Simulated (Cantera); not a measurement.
Input: 1 mol SiH2Cl2, 8.6 mol N2, at 1425 °C and 1.60 mbar.

These are equilibrium values from Cantera (NASA tables, ideal gas, pure condensed phases), not measurements of a reactor. Candidate condensed phases: NH4Cl, Si, Si3N4; 28 gas species. The tables' values for SiCl, SiCl3 are old estimates; treat these amounts as uncertain. The numbers say what is thermodynamically allowed, not how fast it happens.

Base state: N2 0.810, H2 0.0742, SiCl2 0.0738, HCl 0.0390, H 0.000985, Si 0.000410, Cl 0.000403, SiCl 0.000387 (mole fractions); condensed: Si(l).

What changes in the equilibrium state with this change: temperature from 1425 °C to 902 °C?


```json
[
 {"species": "N2", "before": "0.810", "after": "0.811"},
 {"species": "HCl", "before": "0.0390", "after": "0.146"},
 {"species": "H2", "before": "0.0742", "after": "0.0281"},
 {"species": "SiCl2", "before": "0.0738", "after": "0.000797"},
 {"species": "SiCl4", "before": "3.17e-6", "after": "0.0129"},
 {"species": "Si", "before": "0.000410", "after": "<1e-9"},
 {"species": "SiCl", "before": "0.000387", "after": "<1e-9"},
 {"species": "Si2N", "before": "1.63e-5", "after": "<1e-9"},
 {"species": "H", "before": "0.000985", "after": "5.14e-7"},
 {"species": "Cl", "before": "0.000403", "after": "2.33e-6"},
 {"species": "Si(l), mol", "before": "0.204", "after": "0"},
 {"species": "Si3N4(s), mol", "before": "0", "after": "0.285"}
]
```
N2 is the only nitrogen source here; it is nearly inert below about 1500 K, so the nitride shown seldom forms there in practice. The tables' values for SiCl3 are old estimates; treat these amounts as uncertain.
